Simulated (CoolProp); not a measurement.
Properties of R152A along the isotherm 32.05 °C.

The numbers come from the reference Helmholtz-energy equation of state, Outcalt 1996 in CoolProp. It is a modified Benedict-Webb-Rubin equation, recast in Helmholtz form.

```
p (bar)   phase  expansivity (1/kK)  viscosity (µPa s)  fugacity coefficient
-------  ------  ------------------  -----------------  --------------------
0.0714      gas               3.293               11.4                0.9986
0.121       gas               3.304               11.4                0.9977
0.203       gas               3.323               11.4                0.9961
0.343       gas               3.356               11.4                0.9934
0.579       gas               3.412               11.4                0.9889
0.978       gas               3.511               11.4                0.9813
1.65        gas               3.687               11.4                0.9685
2.78        gas               4.015               11.4                0.9471
4.7         gas               4.696               11.4                0.9109
7.93     liquid               3.091                149                0.7960
13.4     liquid               3.035                150                0.4787
22.6     liquid               2.946                153                0.2916
```

Viscosity comes from a separate model (Bell 2016), an estimate that may be off by 10 % or more.
